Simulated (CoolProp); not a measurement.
Vapour pressure (MPa) of C3F8 (R218): the reference equation beside estimates from Tc = 345.0 K, pc = 2.640 MPa, ω = 0.317. Clausius-Clapeyron is anchored at 233.5 K with a constant enthalpy of vaporisation of 19.96 kJ/mol.

Model: reference Helmholtz-energy equation of state, Lemmon 2006, in CoolProp. It is a short technical equation, of lower accuracy than the large ones.

```tsv
T (K)	reference	Clausius-Clapeyron	van der Waals	Redlich-Kwong
205.4	0.01935	0.02176	0.2192	0.04978
219.4	0.04383	0.04589	0.3182	0.09705
233.5	0.08886	0.08886	0.4446	0.1725
247.6	0.1640	0.1596	0.6002	0.2838
261.6	0.2796	0.2682	0.7860	0.4377
275.7	0.4499	0.4288	1.007	0.6440
289.7	0.6862	0.6532	1.261	0.9071
303.8	1.007	0.9597	1.555	1.238
317.9	1.430	1.363	1.887	1.640
331.9	1.975	1.874	2.257	2.118
```

Absolute difference from the reference over all 10 rows, mean and median: Clausius-Clapeyron 4.8 and 4.7 %, van der Waals 281.4 and 152.5 %, Redlich-Kwong 62.3 and 49.8 %.
